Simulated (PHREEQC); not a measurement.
Make-up at 45 °C: 0.0038 mol/kgw HF and 0.0075 mol/kgw CuSO4. Closed to the air; pH follows from the charge balance.

Model: ion-association model, wateq4f.dat, run in PHREEQC.

This is a speciation only: nothing precipitates in the calculation.

Problem. What pH does the model give?

Solution. pH 3.04.

Problem. In which forms is S present?

Solution. SO4-2 67 %, CuSO4 27 %, HSO4- 6.1 % of the S.

Species that the database lacks are ignored. At this temperature some constants are extrapolated from 25 °C, and those without enthalpy data are left unchanged.
